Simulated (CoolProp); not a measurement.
Saturation properties of CH3F (R41).

Values from CoolProp's reference Helmholtz-energy equation of state, Lemmon 2006. It is a short technical equation, of lower accuracy than the large ones.

```json
[
 {"T (°C)": "-116.75", "p (kPa)": "6.727", "liquid density (kg/m³)": "956.9", "vapour density (kg/m³)": "0.1775", "enthalpy of vaporisation (kJ/kg)": "536.3", "liquid cp (kJ/(kg K))": "2.068"},
 {"T (°C)": "-104.05", "p (kPa)": "19.26", "liquid density (kg/m³)": "932.7", "vapour density (kg/m³)": "0.4735", "enthalpy of vaporisation (kJ/kg)": "521.0", "liquid cp (kJ/(kg K))": "2.059"},
 {"T (°C)": "-91.25", "p (kPa)": "47.05", "liquid density (kg/m³)": "907.5", "vapour density (kg/m³)": "1.088", "enthalpy of vaporisation (kJ/kg)": "504.9", "liquid cp (kJ/(kg K))": "2.060"},
 {"T (°C)": "-78.45", "p (kPa)": "100.8", "liquid density (kg/m³)": "881.4", "vapour density (kg/m³)": "2.213", "enthalpy of vaporisation (kJ/kg)": "487.8", "liquid cp (kJ/(kg K))": "2.072"},
 {"T (°C)": "-65.75", "p (kPa)": "193.7", "liquid density (kg/m³)": "854.2", "vapour density (kg/m³)": "4.082", "enthalpy of vaporisation (kJ/kg)": "469.5", "liquid cp (kJ/(kg K))": "2.096"},
 {"T (°C)": "-52.95", "p (kPa)": "344.1", "liquid density (kg/m³)": "825.4", "vapour density (kg/m³)": "7.034", "enthalpy of vaporisation (kJ/kg)": "449.2", "liquid cp (kJ/(kg K))": "2.136"},
 {"T (°C)": "-40.25", "p (kPa)": "569.0", "liquid density (kg/m³)": "794.9", "vapour density (kg/m³)": "11.42", "enthalpy of vaporisation (kJ/kg)": "426.9", "liquid cp (kJ/(kg K))": "2.194"},
 {"T (°C)": "-27.45", "p (kPa)": "894.0", "liquid density (kg/m³)": "761.8", "vapour density (kg/m³)": "17.84", "enthalpy of vaporisation (kJ/kg)": "401.6", "liquid cp (kJ/(kg K))": "2.279"},
 {"T (°C)": "-14.65", "p (kPa)": "1342", "liquid density (kg/m³)": "725.6", "vapour density (kg/m³)": "27.03", "enthalpy of vaporisation (kJ/kg)": "372.6", "liquid cp (kJ/(kg K))": "2.403"},
 {"T (°C)": "-1.95", "p (kPa)": "1934", "liquid density (kg/m³)": "685.4", "vapour density (kg/m³)": "40.11", "enthalpy of vaporisation (kJ/kg)": "338.8", "liquid cp (kJ/(kg K))": "2.592"},
 {"T (°C)": "10.85", "p (kPa)": "2711", "liquid density (kg/m³)": "638.6", "vapour density (kg/m³)": "59.44", "enthalpy of vaporisation (kJ/kg)": "297.5", "liquid cp (kJ/(kg K))": "2.916"},
 {"T (°C)": "23.65", "p (kPa)": "3706", "liquid density (kg/m³)": "581.0", "vapour density (kg/m³)": "89.80", "enthalpy of vaporisation (kJ/kg)": "244.4", "liquid cp (kJ/(kg K))": "3.611"}
]
```

It boils at -78.4 °C under 1 atm.
